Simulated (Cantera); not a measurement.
A closed system holds: 1 mol Ta, 0.95 mol H2O, 140 mol H2, 0.46 mol O2, held at 875 K and 750 Torr.

Method: chemical equilibrium by Gibbs-energy minimisation in Cantera with the NASA 1993 tables (ideal gas, pure condensed phases). Candidate condensed phases: H2O, Ta, Ta2O5; 12 gas species. Condensed phases not in the tables: N, O or C dissolved in the metal. Equilibrium is a limit: real reactors are often held back by kinetics, nucleation or transport.

Base state: H2 1.00 (mole fractions); condensed: Ta(s) + Ta2O5(s).

Q: What changes in the equilibrium state with this change: Ta replaced by Ta(OEt)5?

A: 
```tsv
species	before	after
H2	1.00	0.902
CH4	0	0.0679
H2O	1.28e-8	0.0286
CO	0	0.00149
CO2	0	0.000125
Ta(s), mol	0.252	0
Ta2O5(s), mol	0.374	0.500
```
The feed counts by its element totals alone. Further candidate phases: C, C6H6, C7H8, C8H18, TaC.

Q: What changes in the equilibrium state with this change: temperature from 875 K to 2075 K?

A: 
```
species         before    after
-------------  -------  -------
H2                1.00    0.995
H                <1e-9  0.00266
H2O            1.28e-8  0.00247
Ta(s), mol       0.252    0.391
Ta2O5(s), mol    0.374        0
Ta2O5(l), mol        0    0.304
```
Mutual solubility and eutectic melting of coexisting phases are not modelled.
